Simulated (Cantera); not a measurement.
Cantera run, input and output.

```python
import numpy as np
import cantera as ct

gas = ct.Solution("gri30.yaml")


def delay(T, t_max=10):
    gas.TPX = T, 94000, {'CH4': 1, 'C2H6': 0.18, 'C3H8': 0.42, 'O2': 7.17, 'N2': 26.9, 'H2O': 2.6}
    reactor = ct.IdealGasReactor(gas, clone=False)
    net = ct.ReactorNet([reactor])
    net.rtol, net.atol = 1e-8, 1e-16
    while net.time < t_max:
        t_old, T_old = net.time, reactor.T
        net.step()
        if reactor.T > T + 400:  # ignition: a rise of 400 K
            return t_old + (T + 400 - T_old) / (reactor.T - T_old) * (net.time - t_old)
    return np.nan


taus = []
for T in [1150, 1225, 1300, 1375, 1450, 1525, 1600, 1675, 1750]:
    taus.append(delay(T))
    print(f"T0 = {T:6g} K   tau = {taus[-1]:.4e} s")
```

Result:

```
T0 =   1150 K   tau = 8.8537e-03 s
T0 =   1225 K   tau = 2.5891e-03 s
T0 =   1300 K   tau = 8.5351e-04 s
T0 =   1375 K   tau = 3.2620e-04 s
T0 =   1450 K   tau = 1.4494e-04 s
T0 =   1525 K   tau = 7.3985e-05 s
T0 =   1600 K   tau = 4.2548e-05 s
T0 =   1675 K   tau = 2.6981e-05 s
T0 =   1750 K   tau = 1.8500e-05 s
```

Computed with Cantera and GRI-Mech 3.0 (53 species, 325 reactions). GRI-Mech 3.0 was tuned for natural gas; its chemistry of propane as a main component is partial and can be far from experiment.
